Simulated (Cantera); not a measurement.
Input: 1 mol MgSO₄, 0.53 mol H₂O, 0.25 mol H₂, held at 0.000190 bar.

Method: chemical equilibrium by Gibbs-energy minimisation in Cantera with the NASA 1993 tables (ideal gas, pure condensed phases). Candidate condensed phases: H₂O, H₂SO₄, Mg, MgO, Mg(OH)₂, MgS, MgSO₄, S; 26 gas species. Gases not in the tables: S₃ to S₇. The numbers say what is thermodynamically allowed, not how fast it happens.

Q: Which condensed phases are stable at each of these points (T (°C)): 277, 352, 427, 502, 577, 652, 727, 802?

A: 
```
T (°C)   condensed phases  Mg condensed (%)
------  -----------------  ----------------
277     MgO(s) + MgSO₄(s)             100.0
352     MgO(s) + MgSO₄(s)             100.0
427     MgO(s) + MgSO₄(s)             100.0
502     MgO(s) + MgSO₄(s)             100.0
577     MgO(s) + MgSO₄(s)             100.0
652     MgO(s) + MgSO₄(s)             100.0
727                MgO(s)             100.0
802                MgO(s)             100.0
```

From 277 °C to 652 °C the condensed part is MgO(s) + MgSO₄(s). From 727 °C to 802 °C the condensed part is MgO(s).
